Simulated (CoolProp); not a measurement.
A simple Rankine cycle with n-perfluorohexane: condensing at 325.15 K, boiler at 0.986 MPa, turbine inlet 433.7 K, turbine efficiency 0.85, pump efficiency 0.7, no recuperator. Each further row changes one setting.

The numbers come from the reference Helmholtz-energy equation of state, Gao 2022 in CoolProp.

```json
[
 {"case": "as stated", "thermal efficiency (%)": "10.4", "net work (kJ/kg)": "18.2", "heat in (kJ/kg)": "176", "turbine exit temperature (K)": "403.5", "volume ratio over the turbine": "14.7"},
 {"case": "condensing temperature 317.15 K", "thermal efficiency (%)": "11.1", "net work (kJ/kg)": "20.6", "heat in (kJ/kg)": "185", "turbine exit temperature (K)": "400.8", "volume ratio over the turbine": "19.7"},
 {"case": "boiler pressure 0.69 MPa", "thermal efficiency (%)": "9.1", "net work (kJ/kg)": "16.4", "heat in (kJ/kg)": "181", "turbine exit temperature (K)": "410.1", "volume ratio over the turbine": "9.15"},
 {"case": "turbine efficiency 0.75", "thermal efficiency (%)": "9.1", "net work (kJ/kg)": "16.0", "heat in (kJ/kg)": "176", "turbine exit temperature (K)": "405.8", "volume ratio over the turbine": "14.8"}
]
```
